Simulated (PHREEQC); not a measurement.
0.027 g of hydrous ferric oxide (600 m²/g; 0.2 weak and 0.005 strong sites per Fe, Dzombak-Morel constants, diffuse double layer) in 1 kg of water with 0.1 mol/kgw of an inert sodium salt and 9.5e-08 mol Na2HAsO4 and 5.9e-06 mol MnCl2, at 25 °C; the pH is set by adding NaOH or the inert anion's acid. No oxygen is let in. CO2 from the air is kept out. No solid was allowed to form.

The series has 13 steps of pH, from 3 to 11.

The numbers come from PHREEQC with the ion-association model, wateq4f.dat.

### Question
Near which pH is half of the As sorbed, and on which side is more sorbed?

### Answer
Near pH 10.1, with more sorbed at lower pH.

### Question
Near which pH is half of the Mn sorbed, and on which side is more sorbed?

### Answer
Near pH 8.0, with more sorbed at higher pH.

The database has no arsenate complexes of Mn. The oxide is taken as insoluble; below pH 4 it would dissolve.
